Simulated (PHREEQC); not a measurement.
A solution holds 0.0078 mol/kgw KOH, 0.0002 mol/kgw H3BO3 and 7.5e-05 mol/kgw K3PO4, at 25 °C. Closed to the air; pH follows from the charge balance.

Model: ion-association model, wateq4f.dat, run in PHREEQC.

Task: The ionic strength comes out as 0.00815 mol/kgw. What activity coefficients do HPO4-2, PO4-3, H2BO3-, K+, OH- get?

Result: HPO4-2 0.69, PO4-3 0.44, H2BO3- 0.91, K+ 0.91, OH- 0.91.

This is a speciation only: nothing precipitates in the calculation. H3PO4, which wateq4f.dat lacks, is added to it with the constant of phreeqc.dat.
